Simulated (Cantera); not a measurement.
# Fe3O4 + H2 + N2 (hydrogen reduction and annealing atmospheres)

Input: 1 mol Fe3O4, 520 mol H2, 11 mol N2, equilibrated at 1498.15 K and 1 atm.

These are equilibrium values from Cantera (NASA tables, ideal gas, pure condensed phases), not measurements of a reactor. Candidate condensed phases: Fe, FeO, Fe(OH)2, Fe(OH)3, Fe2O3, Fe3O4, H2O; 27 gas species. Kinetics and transport are ignored.

```yaml
x(H2): 0.972
x(N2): 0.0207
x(H2O): 0.00753
x(H): 1.69e-5
x(NH3): 8.70e-6
n(Fe(γ)): 3.00 mol
gas_amount: 531.0 mol
log10 activity of Fe(OH)2(s) (absent): -9.41
log10 activity of Fe(OH)3(s) (absent): -16.39
```
